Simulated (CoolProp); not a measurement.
A single-stage vapour-compression cycle with R236EA: evaporating at 283.15 K (dew point), condensing at 319.15 K (bubble point), superheat 10 K, subcooling 2 K, compressor efficiency 0.6, no pressure losses. Each further row changes one setting.

The numbers come from the reference Helmholtz-energy equation of state, Rui 2013 in CoolProp.

```
case                              cooling COP  pressure ratio  discharge temperature (K)  refrigerating effect (kJ/kg)  volumetric capacity (kJ/m³)
--------------------------------  -----------  --------------  -------------------------  ----------------------------  ---------------------------
as stated                                4.04            3.43                      334.2                           129                          993
evaporating temperature 288.15 K         4.90            2.83                      333.2                           133                         1230
condensing temperature 314.15 K          4.84            2.95                      329.1                           135                         1040
subcooling 7 K                           4.24            3.43                      334.2                           135                         1040
superheat 20 K                           4.14            3.43                      344.6                           138                         1020
compressor efficiency 0.5                3.37            3.43                      340.8                           129                          993
```
